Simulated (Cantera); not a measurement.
Input: 1 mol Ti, 190 mol H2, 0.43 mol O2, at 1123.15 K and 0.650 bar.

Method: chemical equilibrium by Gibbs-energy minimisation in Cantera with the NASA 1993 tables (ideal gas, pure condensed phases). Candidate condensed phases: H2O, Ti, TiO, TiO2, Ti2O3, Ti3O5, Ti4O7; 12 gas species. Mutual solubility and eutectic melting of coexisting phases are not modelled. TiO: taken at fixed stoichiometry. Condensed phases not in the tables: N, O or C dissolved in the metal. The numbers say what is thermodynamically allowed, not how fast it happens.

Base state: H2 1.00 (mole fractions); condensed: Ti(α) + TiO(s).

Problem. What changes in the equilibrium state with this change: Ti replaced by Ti(OiPr)4?

Solution. 
| species | before | after |
|---|---|---|
| H2 | 1.00 | 0.968 |
| CH4 | 0 | 0.0179 |
| CO | 0 | 0.0135 |
| H2O | <1e-9 | 0.000560 |
| Ti(α), mol | 0.140 | 0 |
| TiO(s), mol | 0.860 | 0 |
| C(graphite), mol | 0 | 5.63 |
| TiO2(rutile), mol | 0 | 1.00 |
The feed counts by its element totals alone. Further candidate phases: C, C6H6, C7H8, C8H18, TiC.
